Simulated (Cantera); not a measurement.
Low-pressure radical oxidation in H2/O2

An isothermal, constant-pressure homogeneous reactor starts with H2 : O2 = 0.22 : 0.19 (molar parts), equivalence ratio 0.58, at 1275 K and 13.5 Torr.

Detailed kinetics in Cantera: the H2/O2 subset of GRI-Mech 3.0, which has no nitrogen chemistry. Radical loss at walls, strong at low pressure, is not modelled. The temperature is held fixed by assumption; the heat of reaction is taken as removed at once.

| t (s) | x H2 | x O2 | x H2O | x HO2 | x O | x H |
|---|---|---|---|---|---|---|
| 0.000200 | 0.537 | 0.463 | 7.59e-6 | 2.45e-7 | 1.35e-6 | 6.47e-6 |
| 0.000407 | 0.534 | 0.462 | 0.00194 | 2.45e-6 | 0.000334 | 0.00160 |
| 0.000827 | 0.0629 | 0.248 | 0.345 | 8.04e-6 | 0.0760 | 0.249 |
| 0.00168 | 0.0561 | 0.248 | 0.388 | 8.74e-6 | 0.0702 | 0.219 |
| 0.00342 | 0.0509 | 0.253 | 0.463 | 1.02e-5 | 0.0545 | 0.161 |
| 0.00695 | 0.0359 | 0.259 | 0.583 | 1.21e-5 | 0.0313 | 0.0762 |
| 0.0141 | 0.0139 | 0.263 | 0.688 | 1.26e-5 | 0.0103 | 0.0154 |
| 0.0288 | 0.00280 | 0.265 | 0.725 | 8.42e-6 | 0.00198 | 0.00131 |
| 0.0585 | 0.000499 | 0.266 | 0.731 | 3.04e-6 | 0.000351 | 9.73e-5 |
| 0.119 | 0.000113 | 0.266 | 0.733 | 9.03e-7 | 8.06e-5 | 1.07e-5 |
| 0.242 | 3.35e-5 | 0.267 | 0.733 | 3.03e-7 | 2.42e-5 | 1.75e-6 |
| 0.492 | 1.19e-5 | 0.267 | 0.733 | 1.19e-7 | 8.67e-6 | 3.75e-7 |
| 1.00 | 4.76e-6 | 0.267 | 0.733 | 5.76e-8 | 3.51e-6 | 9.64e-8 |
x: mole fraction; the columns are a selection and need not sum to one.

Equilibrium at this temperature and pressure: H2 5.88e-7, O2 0.267, H2O 0.733, HO2 3.49e-8, O 4.33e-7, H 4.24e-9 (gas phase only).
